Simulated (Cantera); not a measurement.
An isothermal, constant-pressure homogeneous reactor starts with CH4 : H2 : CO2 = 0.0096 : 1 : 0.017 (molar parts), at 2500 K and 0.0133 bar. Integrator tolerance rtol = 1e-08.

Cantera simulation using GRI-Mech 3.0 (53 species, 325 reactions); the numbers are that mechanism's predictions, not measurements. Radical loss at walls, strong at low pressure, is not modelled.

Question: What does this change do: temperature 2500 to 1575 K?

Answer: 
```json
[
 {"quantity": "x(CH4) at 30.0 s", "before": "1.10e-12 (gas-phase equilibrium 1.15e-12)", "after": "0.00400 (gas-phase equilibrium 1.06e-9)"},
 {"quantity": "x(H2) at 30.0 s", "before": "0.777 (gas-phase equilibrium 0.777)", "after": "0.960 (gas-phase equilibrium 0.967)"},
 {"quantity": "x(CO2) at 30.0 s", "before": "2.86e-5 (gas-phase equilibrium 2.86e-5)", "after": "9.62e-5 (gas-phase equilibrium 6.34e-5)"},
 {"quantity": "x(CH2O) at 30.0 s", "before": "9.52e-11 (gas-phase equilibrium 9.52e-11)", "after": "2.00e-9 (gas-phase equilibrium 1.41e-10)"},
 {"quantity": "x(OH) at 30.0 s", "before": "0.000309 (gas-phase equilibrium 0.000309)", "after": "2.09e-7 (gas-phase equilibrium 9.38e-8)"},
 {"quantity": "x(CH2CO) at 30.0 s", "before": "<1e-12 (gas-phase equilibrium <1e-12)", "after": "4.11e-8 (gas-phase equilibrium <1e-12)"},
 {"quantity": "x(CO) at 30.0 s", "before": "0.0229 (gas-phase equilibrium 0.0229)", "after": "0.0166 (gas-phase equilibrium 0.0254)"}
]
```
